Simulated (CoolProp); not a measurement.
CH2F2 (R32) along the isobar 2.78 MPa: fugacity coefficient from the reference equation and from simpler models built on Tc = 351.3 K, pc = 5.783 MPa, ω = 0.277; each cubic takes its own stable root.

Values from CoolProp's reference Helmholtz-energy equation of state, Tillner-Roth 1997.

```
T (K)   phase  reference
-----  ------  ---------
175.6  liquid   0.001825
201.5  liquid    0.01226
227.3  liquid    0.04915
253.2  liquid     0.1400
279.1  liquid     0.3114
305    liquid     0.5767
330.9     gas     0.7778
356.8     gas     0.8307
382.7     gas     0.8682
```

Problem. How far does each simpler model (Redlich-Kwong, Soave-Redlich-Kwong) lie from the reference over these 9 states: mean and median of the absolute difference, and the worst?

Solution. 
- Redlich-Kwong: mean 58.5 %, median 38.6 %, worst +181.9 % at 175.6 K and 2.78 MPa
- Soave-Redlich-Kwong: mean 4.2 %, median 3.4 %, worst -8.4 % at 175.6 K and 2.78 MPa
